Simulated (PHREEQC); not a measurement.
NH3 is added in steps, without added water, to 1 kg of water holding 0.65 mol HF, 0.0013 mol NH4F and 2.5e-07 mol H4SiO4, at 76 °C. Oxygen is held at 0.21 atm. No CO2 enters from the air. Only these solids could form: SiO2(a).

Base run: PHREEQC, ion-association model, phreeqc.dat. Each further column changes one thing. The table gives H4SiO4 (mol/kgw).

```
NH3 added (mol)      base  Debye-Hückel limiting law  metal-ligand complexes left out  Davies equation for every ion  database wateq4f.dat
---------------  --------  -------------------------  -------------------------------  -----------------------------  --------------------
0                       0                          0                                0                              0                     0
0.16                    0                          0                                0                              0                     0
0.32                    0                          0                                0                              0                     0
0.48                    0                          0                                0                              0                     0
0.64             1.30e-11                 (withheld)                         1.30e-11                       2.10e-11              1.74e-11
0.8               2.40e-7                 (withheld)                          2.40e-7                     (withheld)               2.43e-7
0.96              2.29e-7                    2.21e-7                          2.29e-7                        2.33e-7            (withheld)
1.12              2.20e-7                    2.08e-7                          2.20e-7                        2.24e-7               2.30e-7
1.28              2.12e-7                 (withheld)                          2.12e-7                        2.17e-7               2.24e-7
1.44              2.04e-7                 (withheld)                          2.04e-7                        2.10e-7               2.18e-7
1.6               1.96e-7                    1.77e-7                          1.96e-7                        2.03e-7               2.13e-7
```

Problem. Fill in the missing entries.

Solution. 
- 0.64, Debye-Hückel limiting law: 9.26e-12
- 0.8, Debye-Hückel limiting law: 2.35e-7
- 0.8, Davies equation for every ion: 2.41e-7
- 0.96, database wateq4f.dat: 2.36e-7
- 1.28, Debye-Hückel limiting law: 1.97e-7
- 1.44, Debye-Hückel limiting law: 1.86e-7

Constants without temperature data keep their 25 °C values here. SiF6-2 is the database's only silicon fluoride. wateq4f.dat counts part of the HF as a dimer, H2F2, which phreeqc.dat doesn't know; its constant is uncertain. phreeqc.dat and wateq4f.dat share most of their constants, so their agreement is no independent check.
